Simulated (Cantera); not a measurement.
An isothermal, constant-pressure homogeneous reactor starts with 25.6 % C2H6, 74.4 % N2, at 1698 K and 0.0132 atm.

Detailed kinetics in Cantera: GRI-Mech 3.0 (53 species, 325 reactions). GRI-Mech 3.0 stops at C3 and has no aromatics, soot or wall deposition, so with more carbon than oxygen in the feed, carbon stays in small species such as C2H2 where larger ones or solid carbon would form. Radical loss at walls, strong at low pressure, is not modelled.

### Question
Predict: x(C2H6) at 7.00 s; x(C2H) at 7.00 s; x(CH4) at 7.00 s; x(H2) at 7.00 s; x(C2H4) at 7.00 s; x(CH3) at 7.00 s; x(HCN) at 7.00 s.

### Answer
```json
{
  "x(C2H6) at 7.00 s": "9.86e-9 (gas-phase equilibrium 2.45e-10)",
  "x(C2H) at 7.00 s": "2.01e-6 (gas-phase equilibrium 1.29e-6)",
  "x(CH4) at 7.00 s": "0.000893 (gas-phase equilibrium 0.000111)",
  "x(H2) at 7.00 s": "0.337 (gas-phase equilibrium 0.338)",
  "x(C2H4) at 7.00 s": "3.77e-5 (gas-phase equilibrium 2.38e-5)",
  "x(CH3) at 7.00 s": "3.89e-5 (gas-phase equilibrium 4.87e-6)",
  "x(HCN) at 7.00 s": "8.00e-6 (gas-phase equilibrium 0.124)"
}
```
